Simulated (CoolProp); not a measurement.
The fluid at 293.15 K and 0.132 MPa flows at 0.17 m/s in a round tube of 1 mm bore and 1.5 µm roughness, fully developed (64/Re and Nu = 3.66 if laminar; Colebrook and Gnielinski if turbulent). The same conditions are run with several fluids, on thermodynamics alone (safety and materials aside).

Model: reference Helmholtz-energy equation of state of each fluid (R236EA: Rui 2013; CH2F2 (R32): Tillner-Roth 1997; propane: Lemmon 2009; C2F6 (R116): Lemmon 2006; sulfur hexafluoride: Guder 2009), in CoolProp.

Task: Rank R236EA, CH2F2 (R32), propane, C2F6 (R116), sulfur hexafluoride by Reynolds number, highest first.

Result: R236EA (138), C2F6 (R116) (92.9), sulfur hexafluoride (91.1), propane (51.8), CH2F2 (R32) (37.1)

```json
[
 {"fluid": "R236EA", "Darcy friction factor": "0.465", "pressure drop (Pa/m)": "58.1", "heat-transfer coefficient (W/(m² K))": "51.6", "mass flow (kg/h)": "0.00416"},
 {"fluid": "CH2F2 (R32)", "Darcy friction factor": "1.73", "pressure drop (Pa/m)": "71.5", "heat-transfer coefficient (W/(m² K))": "48.6", "mass flow (kg/h)": "0.00138"},
 {"fluid": "propane", "Darcy friction factor": "1.23", "pressure drop (Pa/m)": "43.6", "heat-transfer coefficient (W/(m² K))": "65.0", "mass flow (kg/h)": "0.00117"},
 {"fluid": "C2F6 (R116)", "Darcy friction factor": "0.689", "pressure drop (Pa/m)": "75.5", "heat-transfer coefficient (W/(m² K))": "52.8", "mass flow (kg/h)": "0.00365"},
 {"fluid": "sulfur hexafluoride", "Darcy friction factor": "0.703", "pressure drop (Pa/m)": "81.6", "heat-transfer coefficient (W/(m² K))": "46.2", "mass flow (kg/h)": "0.00386"}
]
```

Transport values come from each fluid's own correlations; those of R236EA, CH2F2 (R32), C2F6 (R116) are estimates that may be off by 10 % or more.
